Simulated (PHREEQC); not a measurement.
Consider water at 20 °C with 0.0064 mol/kgw KH2PO4, 0.95 mol/kgw K2HPO4 and 3.6e-05 mol/kgw H4SiO4. Closed to the air; pH follows from the charge balance.

The numbers come from PHREEQC with the ion-association model, phreeqc.dat.

This is a speciation only: nothing precipitates in the calculation.

Task: Predict the pH.

Result: pH 8.45.

Task: In which forms is P present?

Result: HPO4-2 71 %, KHPO4- 28 %, H2PO4- 0.9 % of the P.

Caution: at this ionic strength the ion-association model is outside its range; a Pitzer model would be the better tool where its parameters exist. Complexes and solids missing from the database can't appear.
